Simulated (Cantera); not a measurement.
Cantera run:

```python
import numpy as np
import cantera as ct

gas_names = """
    O3 F
""".split()
cond_names = """
    BaF2(a) BaF2(b,c) BaF2(L) BaO(s) BaO(L)
""".split()


# ... load() reads the species with a 1 bar reference pressure and builds the phases ...
species = {s.name: s for s in load("nasa_gas.yaml", gas_names) + load("nasa_condensed.yaml", cond_names)}
# Each term lists the table entries of one substance; the one whose range holds T is used.
reactions = {
    '3 BaF2 + O3(g) = 6 F(g) + 3 BaO':
        [(-3, ['BaF2(a)', 'BaF2(b,c)', 'BaF2(L)']), (-1, ['O3']), (6, ['F']), (3, ['BaO(s)', 'BaO(L)'])],
}


def pick(names, T):
    return next(species[n] for n in names if species[n].thermo.min_temp <= T <= species[n].thermo.max_temp)


results = []
for label, terms in reactions.items():
    print(label)
    print("     T/K   dH/kJ  dS/(J/K)   dG/kJ   log10 K")
    for T in [2250, 2325, 2400, 2475, 2550]:
        used = [(nu, pick(names, T)) for nu, names in terms]
        dH = sum(nu * s.thermo.h(T) for nu, s in used) / 1e6
        dS = sum(nu * s.thermo.s(T) for nu, s in used) / 1e3
        dG = dH - T * dS / 1e3
        logK = -dG * 1e6 / (ct.gas_constant * T * np.log(10))
        results.append((label, T, dH, dS, dG, logK, [s.name for _, s in used]))
        print(f"{T:8g} {dH:8.1f} {dS:8.1f} {dG:8.1f} {logK:8.2f}")
```

Output:

```
3 BaF2 + O3(g) = 6 F(g) + 3 BaO
     T/K   dH/kJ  dS/(J/K)   dG/kJ   log10 K
    2250   2137.7    525.2    955.9   -22.19
    2325   2309.7    600.5    913.6   -20.52
    2400   2305.9    598.9    868.6   -18.90
    2475   2301.9    597.2    823.7   -17.38
    2550   2297.9    595.6    779.0   -15.96
```

Source: NASA polynomial tables (part measured, part estimated), evaluated in Cantera. Condensed species are held in their standard states even where they would react or evaporate.
